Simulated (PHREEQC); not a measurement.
**Acid mine or pickling water: an equilibrium model**

Model water analysis in mg/kgw, 80 °C, pH 2.61, pe 12.6:

| constituent | mg/kgw |
|---|---|
| Na | 285 |
| K | 1.89 |
| Ca | 392 |
| Mg | 49.1 |
| Cl | 486 |
| S(6) as SO4 | 1350 |
| Zn | 1.98 |
| Cu(2) | 70.6 |

Valence states are taken as typed.

All values are PHREEQC results (ion-association model, phreeqc.dat), not measurements.

The ionic strength is 0.0478 mol/kgw. The specific conductance is 10100 µS/cm. The total alkalinity is -6.52 meq/kg and the charge-balance error comes out as 4.7 %.

| species | molality | activity | log γ |
|---|---|---|---|
| Cl- | 0.0136 | 0.0109 | -0.098 |
| Na+ | 0.0122 | 0.00984 | -0.092 |
| Ca+2 | 0.00735 | 0.00323 | -0.357 |
| SO4-2 | 0.00664 | 0.00285 | -0.367 |
| HSO4- | 0.00347 | 0.00279 | -0.094 |
| H+ | 0.00292 | 0.00246 | -0.075 |
| CaSO4 | 0.00230 | 0.00232 | 0.005 |

No solid was allowed to form. Away from 25 °C the constants follow the database's enthalpies or fits; those with neither stay at their 25 °C values.
